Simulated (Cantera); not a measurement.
A perfectly stirred reactor is fed with 45.5 % CH4, 54.5 % H2O, at 5.00 bar; it is held at 2175 K, and followed from long to short residence time.

Cantera simulation using GRI-Mech 3.0 (53 species, 325 reactions); the numbers are that mechanism's predictions, not measurements.

x: mole fraction; the columns are a selection and need not sum to one.

```
τ (s)      x CH4   x H2O       x CO2   x CO      x O
------  --------  ------  ----------  -----  -------
2.2     0.000548  0.0455     0.00288  0.235  2.88e-8
0.81     0.00117  0.0469     0.00296  0.234  2.96e-8
0.31     0.00220  0.0502     0.00315  0.231  3.15e-8
0.11     0.00402  0.0581  (withheld)  0.225  3.58e-8
0.043    0.00656  0.0716  (withheld)  0.215  4.27e-8
0.016     0.0106  0.0952  (withheld)  0.197  5.36e-8
0.0061    0.0163   0.130  (withheld)  0.171  6.80e-8
```

Problem. What belongs in the gaps?

Solution. 
- 0.11, x CO2: 0.00358
- 0.043, x CO2: 0.00428
- 0.016, x CO2: 0.00535
- 0.0061, x CO2: 0.00659
